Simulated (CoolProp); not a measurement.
Sulfur dioxide at several states: density (kg/m³) from the reference equation and from simpler models built on Tc = 157.5 °C, pc = 7.887 MPa, ω = 0.256; each cubic takes its own stable root.

Model: reference Helmholtz-energy equation of state, Gao 2016, in CoolProp.

| T (°C) | p (MPa) | phase | reference |
|---|---|---|---|
| -6.55 | 0.314 | liquid | 1453 |
| 240.95 | 33.3 | supercritical | 806.5 |
| 241.05 | 0.0402 | gas | 0.6029 |
| 226.75 | 35 | supercritical | 871.8 |

### Question
How far does each simpler model (van der Waals, Redlich-Kwong, Soave-Redlich-Kwong, Peng-Robinson) lie from the reference over these 4 states: mean and median of the absolute difference, and the worst?

### Answer
- van der Waals: mean 34.7 %, median 19.7 %, worst -99.4 % at -6.55 °C and 0.314 MPa
- Redlich-Kwong: mean 6.9 %, median 7.2 %, worst -13.2 % at -6.55 °C and 0.314 MPa
- Soave-Redlich-Kwong: mean 8.8 %, median 11.3 %, worst -12.6 % at 240.95 °C and 33.3 MPa
- Peng-Robinson: mean 2.5 %, median 2.6 %, worst -5.0 % at 240.95 °C and 33.3 MPa

At some of these states van der Waals gives the other phase, because its saturation line lies elsewhere.
